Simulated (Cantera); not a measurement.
## Moist CO burnout

An isothermal, constant-pressure homogeneous reactor starts with CO : O₂ : H₂O : N₂ = 0.018 : 0.033 : 0.00023 : 1 (molar parts), equivalence ratio 0.27, at 1475 K and 8.80 bar.

Cantera simulation using GRI-Mech 3.0 (53 species, 325 reactions); the numbers are that mechanism's predictions, not measurements.

| t (s) | x CO | x O₂ | x H₂O | x H | x NO | x N₂O |
|---|---|---|---|---|---|---|
| 1.00e-6 | 0.0171 | 0.0314 | 0.000219 | 1.91e-12 | <1e-12 | <1e-12 |
| 8.60e-6 | 0.0171 | 0.0314 | 0.000219 | 1.29e-10 | <1e-12 | 2.02e-11 |
| 7.40e-5 | 0.0171 | 0.0314 | 0.000219 | 6.30e-9 | 2.12e-12 | 1.48e-9 |
| 0.000637 | 0.0155 | 0.0305 | 0.000203 | 5.38e-6 | 1.08e-7 | 2.57e-6 |
| 0.00548 | 0.00187 | 0.0239 | 0.000213 | 6.98e-7 | 1.06e-5 | 1.22e-5 |
| 0.0471 | 1.25e-5 | 0.0230 | 0.000219 | 2.65e-9 | 1.54e-5 | 9.70e-7 |
| 0.405 | 1.30e-7 | 0.0230 | 0.000220 | 1.13e-10 | 1.58e-5 | 8.02e-8 |
| 3.49 | 1.29e-7 | 0.0230 | 0.000220 | 1.13e-10 | 1.59e-5 | 8.02e-8 |
| 30.0 | 1.29e-7 | 0.0230 | 0.000220 | 1.13e-10 | 1.67e-5 | 8.02e-8 |
x: mole fraction; the columns are a selection and need not sum to one.

Equilibrium at this temperature and pressure: CO 1.30e-7, O₂ 0.0228, H₂O 0.000220, H 1.14e-10, NO 0.000395, N₂O 7.99e-8 (gas phase only).
